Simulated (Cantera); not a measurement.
Cantera with NASA thermochemical tables; ideal gases at 1 bar, condensed phases pure. Values are per mole of reaction as written; species without (g) are pure solids or liquids, kept so even where they would boil at 1 bar.

**Question.** Between 300 and 1450 K, where is each reaction favourable under standard conditions?
- 6 Cl₂(g) + 3 Ti₂O₃ ⇌ O₃(g) + 6 TiOCl₂(g)
- 3 TiCl₄(g) + 2 Ti₄O₇ ⇌ 4 TiCl₃(g) + 7 TiO₂

**Answer.** 
- 6 Cl₂(g) + 3 Ti₂O₃ ⇌ O₃(g) + 6 TiOCl₂(g): ΔG° is 1253 kJ at 300 K and 674 kJ at 1450 K; it stays positive (K < 1). ΔH° is 1305 kJ and ΔS° 435 J/K at 1450 K.
- 3 TiCl₄(g) + 2 Ti₄O₇ ⇌ 4 TiCl₃(g) + 7 TiO₂: ΔG° is 281 kJ at 300 K and 137 kJ at 1450 K; it stays positive (K < 1). ΔH° is 281 kJ and ΔS° 100 J/K at 1450 K.
